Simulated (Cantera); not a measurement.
# Adiabatic ignition

An adiabatic, constant-volume homogeneous reactor starts with 14.3 % CH4, 11.4 % O2, 74.3 % N2, equivalence ratio 2.5, at 1075 K and 1.01 bar.

Computed with Cantera and GRI-Mech 3.0 (53 species, 325 reactions).

| t (s) | T (K) | P (bar) | x CH4 | x O2 | x C2H | x C2H4 | x CH2CO |
|---|---|---|---|---|---|---|---|
| 7.00e-6 | 1075 | 1.01 | 0.143 | 0.114 | <1e-12 | <1e-12 | <1e-12 |
| 2.06e-5 | 1075 | 1.01 | 0.143 | 0.114 | <1e-12 | <1e-12 | <1e-12 |
| 6.06e-5 | 1075 | 1.01 | 0.143 | 0.114 | <1e-12 | <1e-12 | <1e-12 |
| 0.000178 | 1075 | 1.01 | 0.143 | 0.114 | <1e-12 | <1e-12 | <1e-12 |
| 0.000524 | 1075 | 1.01 | 0.143 | 0.114 | <1e-12 | <1e-12 | <1e-12 |
| 0.00154 | 1075 | 1.01 | 0.143 | 0.114 | <1e-12 | 5.95e-12 | <1e-12 |
| 0.00454 | 1075 | 1.01 | 0.143 | 0.114 | <1e-12 | 3.14e-10 | <1e-12 |
| 0.0134 | 1075 | 1.01 | 0.143 | 0.114 | <1e-12 | 9.70e-9 | <1e-12 |
| 0.0393 | 1075 | 1.01 | 0.143 | 0.114 | <1e-12 | 6.40e-8 | 2.42e-11 |
| 0.116 | 1076 | 1.01 | 0.143 | 0.114 | <1e-12 | 4.01e-7 | 5.25e-10 |
| 0.340 | 1078 | 1.02 | 0.142 | 0.114 | <1e-12 | 5.88e-6 | 2.89e-8 |
| 1.00 | 1912 | 2.11 | 0.000303 | 1.26e-9 | 2.80e-9 | 6.56e-7 | 1.28e-7 |
x: mole fraction; the columns are a selection and need not sum to one.

```yaml
time_of_steepest_temperature_rise: 0.797 s
temperature at 1.00 s: 1912 K
equilibrium_temperature: 1910 K
x(CH4) at 1.00 s: 0.000303 (gas-phase equilibrium 4.20e-9)
x(O2) at 1.00 s: 1.26e-9 (gas-phase equilibrium 1.20e-9)
x(C2H) at 1.00 s: 2.80e-9 (gas-phase equilibrium <1e-12)
```
